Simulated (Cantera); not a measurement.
**Adiabatic ignition**

An adiabatic, constant-volume homogeneous reactor starts with C2H4 : O2 : N2 : H2O = 1 : 3.45 : 13.4 : 2.9 (molar parts), at 1275 K and 3.55 atm.

Model: GRI-Mech 3.0 (53 species, 325 reactions), integrated in Cantera. GRI-Mech 3.0 was tuned for natural gas; its chemistry of ethylene as a main component is partial and can be far from experiment.

| t (s) | T (K) | P (bar) | x C2H4 | x O2 | x H2O | x C2H2 | x H |
|---|---|---|---|---|---|---|---|
| 1.00e-6 | 1275 | 3.60 | 0.0482 | 0.166 | 0.140 | 7.57e-9 | 4.82e-11 |
| 2.74e-6 | 1275 | 3.60 | 0.0482 | 0.166 | 0.140 | 2.08e-8 | 1.24e-10 |
| 7.53e-6 | 1275 | 3.60 | 0.0482 | 0.166 | 0.140 | 5.72e-8 | 2.34e-10 |
| 2.07e-5 | 1275 | 3.60 | 0.0482 | 0.166 | 0.140 | 1.58e-7 | 5.66e-10 |
| 5.67e-5 | 1275 | 3.60 | 0.0482 | 0.166 | 0.140 | 4.45e-7 | 4.68e-9 |
| 0.000156 | 2763 | 8.01 | <1e-12 | 0.0323 | 0.209 | <1e-12 | 0.00321 |
| 0.000427 | 2788 | 8.06 | <1e-12 | 0.0288 | 0.212 | <1e-12 | 0.00267 |
| 0.00117 | 2779 | 8.03 | <1e-12 | 0.0266 | 0.212 | <1e-12 | 0.00260 |
| 0.00321 | 2777 | 8.03 | <1e-12 | 0.0263 | 0.212 | <1e-12 | 0.00259 |
| 0.00882 | 2777 | 8.03 | <1e-12 | 0.0263 | 0.212 | <1e-12 | 0.00259 |
| 0.0242 | 2777 | 8.03 | <1e-12 | 0.0263 | 0.212 | <1e-12 | 0.00259 |
| 0.0664 | 2777 | 8.03 | <1e-12 | 0.0263 | 0.212 | <1e-12 | 0.00259 |
| 0.182 | 2777 | 8.03 | <1e-12 | 0.0263 | 0.212 | <1e-12 | 0.00259 |
| 0.500 | 2777 | 8.03 | <1e-12 | 0.0263 | 0.212 | <1e-12 | 0.00259 |
x: mole fraction; the columns are a selection and need not sum to one.

```yaml
time_of_steepest_temperature_rise: 0.144 ms
temperature at 0.500 s: 2777 K
equilibrium_temperature: 2777 K
x(C2H4) at 0.500 s: <1e-12 (gas-phase equilibrium <1e-12)
x(O2) at 0.500 s: 0.0263 (gas-phase equilibrium 0.0263)
x(H2O) at 0.500 s: 0.212 (gas-phase equilibrium 0.212)
```
